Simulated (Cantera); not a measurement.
An adiabatic, constant-pressure homogeneous reactor starts with CH₄ : CO : O₂ : N₂ = 1 : 1.4 : 2.81 : 10.6 (molar parts), equivalence ratio 0.96, at 1698 K and 750 Torr. Integrator tolerance rtol = 1e-08.

Cantera simulation using GRI-Mech 3.0 (53 species, 325 reactions); the numbers are that mechanism's predictions, not measurements.

Problem. What does this change do: pressure from 750 Torr to 315 Torr?

Solution. 
```tsv
quantity	before	after
time of steepest temperature rise	0.213 ms	0.459 ms
temperature at 9.00 s	2789 K	2721 K
equilibrium temperature	2789 K	2721 K
x(CH₄) at 9.00 s	<1e-12 (gas-phase equilibrium <1e-12)	<1e-12 (gas-phase equilibrium <1e-12)
x(CO) at 9.00 s	0.0672 (gas-phase equilibrium 0.0672)	0.0707 (gas-phase equilibrium 0.0707)
x(O₂) at 9.00 s	0.0322 (gas-phase equilibrium 0.0322)	0.0343 (gas-phase equilibrium 0.0343)
x(HCN) at 9.00 s	1.42e-9 (gas-phase equilibrium 1.42e-9)	7.46e-10 (gas-phase equilibrium 7.46e-10)
x(CH₂CO) at 9.00 s	<1e-12 (gas-phase equilibrium <1e-12)	<1e-12 (gas-phase equilibrium <1e-12)
x(H₂O) at 9.00 s	0.0990 (gas-phase equilibrium 0.0990)	0.0957 (gas-phase equilibrium 0.0957)
```
